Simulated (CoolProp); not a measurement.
R143a at 360.19 K and 3.6 MPa is compressed adiabatically to 25.3 MPa with isentropic efficiency 0.8. Each further row changes one setting.

The numbers come from the reference Helmholtz-energy equation of state, Lemmon and Jacobsen 2000 in CoolProp.

| case | work (kJ/kg) | final temperature (K) | final density (kg/m³) |
|---|---|---|---|
| as stated | 60.3 | ___ | ___ |
| efficiency 1 | 48.2 | ___ | 678 |
| efficiency 0.65 | 74.2 | ___ | 642 |

**Question.** Fill in the missing entries.

**Answer.** 
- as stated, final temperature (K): 462.2
- as stated, final density (kg/m³): 661
- efficiency 1, final temperature (K): 454.9
- efficiency 0.65, final temperature (K): 470.7
